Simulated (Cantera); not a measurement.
## Thermodynamics of sublimation and decomposition of ceramics, feed Si₃N₄ + Si + H₂

Feed: 1 mol Si₃N₄, 0.068 mol Si, a varied amount of H₂, held at 1825 °C and 0.133 bar.

Equilibrium computed with Cantera from the NASA thermochemical tables; the gas is ideal and each condensed phase is pure. Candidate condensed phases: Si, Si₃N₄; 18 gas species. The tables' values for SiN are old estimates; treat these amounts as uncertain. Gases not in the tables: Si₂H₆ and higher silanes. Kinetics and transport are ignored.

| n(H₂) (mol) | x N₂ | x H₂ | x H | x Si | x SiH | x SiH₂ | n Si(l) |
|---|---|---|---|---|---|---|---|
| 0.048 | 0.975 | 0.0227 | 0.00127 | 0.000981 | 2.94e-5 | 4.11e-6 | 3.07 |
| 0.098 | 0.951 | 0.0457 | 0.00180 | 0.000981 | 4.17e-5 | 8.26e-6 | 3.07 |
| 0.2 | 0.907 | 0.0894 | 0.00252 | 0.000981 | 5.83e-5 | 1.62e-5 | 3.07 |
| 0.41 | 0.827 | 0.168 | 0.00346 | 0.000981 | 7.99e-5 | 3.03e-5 | 3.06 |
| 0.82 | 0.707 | 0.287 | 0.00452 | 0.000981 | 0.000105 | 5.19e-5 | 3.06 |
| 1.7 | 0.538 | 0.455 | 0.00569 | 0.000981 | 0.000132 | 8.22e-5 | 3.06 |
| 3.4 | 0.369 | 0.623 | 0.00666 | 0.000981 | 0.000154 | 0.000113 | 3.06 |
x: gas mole fraction; n: condensed amount in mol.

From 0.048 mol H₂ to 3.4 mol H₂ the condensed part is Si(l). The main Si-bearing gas is Si throughout.
